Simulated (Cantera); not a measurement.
Feed: 1 mol SiC, 0.61 mol H2, equilibrated at 0.100 bar.

Points: T (K) = 1975, 2075, 2175, 2275, 2375, 2475, 2575, 2675, 2775, 2875, 2975.

Cantera's Mixture.equilibrate('TP', solver="vcs", rtol=1e-11, max_steps=5000) on the NASA tables stopped like this:

```
ERROR: FAILURE its = 5001!

*******************************************************************************
CanteraError thrown by MultiPhase::equilibrate:
VCS solver failed. Return code: -1
*******************************************************************************
```

Question: What got this run through?

Answer: One answer among several that fit: The failure is numerical, not chemical. The same input converged with solver="gibbs", rtol=1e-10, max_steps=50000, and the result passed a check of the equilibrium conditions:
```
log10 of partial pressures in bar; condensed amounts in mol
       T/K        H2        Si         H      SiC2      Si2C C2H2,acet     C(gr)    SiC(b)
      1975    -1.002    -5.200    -3.365    -7.819    -6.808    -5.374         0    0.9999
      2075    -1.004    -4.666    -3.076    -6.844    -6.096    -4.851         0    0.9998
      2175    -1.007    -4.181    -2.815    -5.964    -5.450    -4.383         0    0.9994
      2275    -1.013    -3.739    -2.578    -5.162    -4.863    -3.958         0    0.9984
      2375    -1.023    -3.335    -2.362    -4.429    -4.327    -3.573         0    0.9959
      2475    -1.041    -2.963    -2.168    -3.759    -3.836    -3.231         0    0.9892
      2575    -1.071    -2.616    -1.996    -3.146    -3.380    -2.938         0    0.9718
      2675    -1.128    -2.247    -1.851    -2.629    -2.910    -2.795   0.01246    0.9196
      2775    -1.249    -1.888    -1.750    -2.167    -2.459    -2.763    0.0628    0.7481
      2875    -1.560    -1.577    -1.755    -1.761    -2.085    -2.930    0.2633         0
      2975    -1.642    -1.580    -1.656    -1.675    -2.323    -2.880     0.124         0
```

The gas is ideal and each condensed phase is pure. Gases not in the tables: Si2H6 and higher silanes.
